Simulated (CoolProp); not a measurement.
Properties of n-nonane along the isobar 33.9 bar (Tc = 594.5 K, pc = 22.82 bar, ω = 0.443).

Computed with CoolProp (reference Helmholtz-energy equation of state, Lemmon 2006). It is a short technical equation, of lower accuracy than the large ones.

| T (K) | phase | density (kg/m³) | cp (kJ/(kg K)) | Joule-Thomson coefficient (K/MPa) | isothermal compressibility (1/MPa) | viscosity (µPa s) |
|---|---|---|---|---|---|---|
| 447.9 | liquid | 594.2 | 2.820 | -0.1841 | 0.003942 | 185 |
| 457.2 | liquid | 585.5 | 2.861 | -0.1589 | 0.004355 | 173 |
| 466.5 | liquid | 576.7 | 2.903 | -0.1312 | 0.004834 | 162 |
| 475.7 | liquid | 567.7 | 2.944 | -0.1005 | 0.005388 | 152 |
| 485 | liquid | 558.3 | 2.987 | -0.06562 | 0.006049 | 142 |
| 494.2 | liquid | 548.7 | 3.030 | -0.02630 | 0.006829 | 133 |
| 503.5 | liquid | 538.6 | 3.075 | 0.01953 | 0.007781 | 125 |
| 512.7 | liquid | 528.2 | 3.121 | 0.07249 | 0.008936 | 116 |
| 522 | liquid | 517.3 | 3.169 | 0.1360 | 0.01039 | 108 |
| 531.3 | liquid | 505.7 | 3.221 | 0.2127 | 0.01224 | 101 |
| 540.5 | liquid | 493.5 | 3.275 | 0.3062 | 0.01462 | 93.5 |
| 549.8 | liquid | 480.3 | 3.335 | 0.4254 | 0.01784 | 86.3 |
| 559 | liquid | 466.3 | 3.401 | 0.5783 | 0.02225 | 79.4 |
| 568.3 | liquid | 450.6 | 3.479 | 0.7863 | 0.02869 | 72.5 |

Viscosity comes from a separate model (Huber 2004).
